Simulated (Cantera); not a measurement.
An isothermal, constant-pressure homogeneous reactor starts with CH₄ : CO₂ : H₂ = 1 : 4.2 : 0.25 (molar parts), at 2123 K and 3000 Torr. Integrator tolerance rtol = 1e-08.

Cantera simulation using GRI-Mech 3.0 (53 species, 325 reactions); the numbers are that mechanism's predictions, not measurements.

Q: What does this change do: temperature 2123 to 1550 K?

A: 
| quantity | before | after |
|---|---|---|
| x(CH₄) at 2.00 s | 5.91e-10 (gas-phase equilibrium 6.35e-10) | 0.0115 (gas-phase equilibrium 1.62e-7) |
| x(CO₂) at 2.00 s | 0.219 (gas-phase equilibrium 0.219) | 0.303 (gas-phase equilibrium 0.247) |
| x(H₂) at 2.00 s | 0.0915 (gas-phase equilibrium 0.0915) | 0.0888 (gas-phase equilibrium 0.119) |
| x(HCO) at 2.00 s | 2.86e-7 (gas-phase equilibrium 2.86e-7) | 9.87e-9 (gas-phase equilibrium 1.31e-8) |
| x(H) at 2.00 s | 0.000547 (gas-phase equilibrium 0.000547) | 4.70e-6 (gas-phase equilibrium 5.48e-6) |
